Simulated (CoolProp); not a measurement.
Saturated liquid density (kg/m³) of normal hydrogen: the reference equation beside estimates from Tc = 33.1 K, pc = 12.96 bar, ω = -0.219. Rackett uses Z = 0.29056 − 0.08775 ω.

Values from CoolProp's reference Helmholtz-energy equation of state, Leachman 2009.

```json
[
 {"T (K)": "21.6", "reference": "69.39", "Rackett": "72.85", "van der Waals": "56.31", "Soave-Redlich-Kwong": "76.07"},
 {"T (K)": "22.9", "reference": "67.73", "Rackett": "[?]", "van der Waals": "[?]", "Soave-Redlich-Kwong": "73.12"},
 {"T (K)": "24.3", "reference": "[?]", "Rackett": "68.37", "van der Waals": "52.51", "Soave-Redlich-Kwong": "69.72"},
 {"T (K)": "25.6", "reference": "63.74", "Rackett": "65.97", "van der Waals": "50.45", "Soave-Redlich-Kwong": "66.32"},
 {"T (K)": "26.9", "reference": "61.49", "Rackett": "63.36", "van der Waals": "48.18", "Soave-Redlich-Kwong": "62.63"},
 {"T (K)": "28.3", "reference": "58.70", "Rackett": "[?]", "van der Waals": "45.43", "Soave-Redlich-Kwong": "58.22"},
 {"T (K)": "29.6", "reference": "55.62", "Rackett": "56.83", "van der Waals": "42.49", "Soave-Redlich-Kwong": "53.57"},
 {"T (K)": "31", "reference": "51.38", "Rackett": "[?]", "van der Waals": "38.60", "Soave-Redlich-Kwong": "47.59"},
 {"T (K)": "32.3", "reference": "[?]", "Rackett": "46.16", "van der Waals": "33.57", "Soave-Redlich-Kwong": "40.08"}
]
```

Problem. Some entries are withheld; supply them.

Solution. 
- 22.9, Rackett: 70.76
- 22.9, van der Waals: 54.55
- 24.3, reference: 65.76
- 28.3, Rackett: 60.21
- 31, Rackett: 52.32
- 32.3, reference: 45.33

Absolute difference from the reference over all 9 rows, mean and median: Rackett 3.2 and 3.0 %, van der Waals 22.0 and 21.6 %, Soave-Redlich-Kwong 5.9 and 6.0 %.
